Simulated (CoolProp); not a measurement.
Vapour pressure (kPa) of water: the reference equation beside estimates from Tc = 373.9 °C, pc = 22060 kPa, ω = 0.344. Clausius-Clapeyron is anchored at 60.75 °C with a constant enthalpy of vaporisation of 42.44 kJ/mol.

Computed with CoolProp (reference Helmholtz-energy equation of state, Wagner 2002).

```tsv
T (°C)	reference	Lee-Kesler	Clausius-Clapeyron	Redlich-Kwong	Soave-Redlich-Kwong
40.65	7.645	5.837	7.756	32.27	6.026
50.75	12.82	10.14	12.88	50.58	10.44
60.75	20.65	16.87	20.65	76.31	17.31
70.85	32.37	27.22	32.35	112.1	27.85
80.95	49.27	42.56	49.39	160.2	43.39
90.95	72.75	64.36	73.38	222.6	65.40
101.05	105.3	95.16	107.1	303.4	96.41
111.05	148.5	136.8	152.8	404.2	138.2
121.15	206.0	193.1	214.7	530.4	194.6
131.15	279.7	266.2	295.8	682.7	267.6
141.25	374.5	361.3	402.4	867.8	362.4
151.35	493.6	481.8	539.4	1088	482.6
161.35	639.8	630.6	711.3	1344	630.8
```

Absolute difference from the reference over all 13 rows, mean and median: Lee-Kesler 10.8 and 9.6 %, Clausius-Clapeyron 3.5 and 1.7 %, Redlich-Kwong 199.1 and 188.1 %, Soave-Redlich-Kwong 9.5 and 8.4 %.
